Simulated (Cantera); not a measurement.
Reactions in the system H-N-O-Zr

Standard-state values (1 bar) from the NASA 1993 polynomials, evaluated with Cantera. Values are per mole of reaction as written; species without (g) are pure solids or liquids, kept so even where they would boil at 1 bar. ZrN: taken at fixed stoichiometry.

2 H2O2(g) + 2 ZrN = N2(g) + 2 ZrO2 + 4 H(g)

| T (K) | ΔH° (kJ) | ΔS° (J/K) | ΔG° (kJ) | log10 K | condensed phases |
|---|---|---|---|---|---|
| 300 | -319.7 | 204.7 | -381.1 | 66.36 | ZrN(s), ZrO2(monoclinic) |
| 1623 | -257.0 | 287.5 | -723.6 | 23.29 | ZrN(s), ZrO2(tetragonal) |
| 1823 | -255.5 | 288.4 | -781.2 | 22.38 | ZrN(s), ZrO2(tetragonal) |
| 2023 | -255.2 | 288.6 | -838.9 | 21.66 | ZrN(s), ZrO2(tetragonal) |
| 2223 | -255.9 | 288.2 | -896.6 | 21.07 | ZrN(s), ZrO2(tetragonal) |
| 2423 | -257.7 | 287.5 | -954.2 | 20.57 | ZrN(s), ZrO2(tetragonal) |
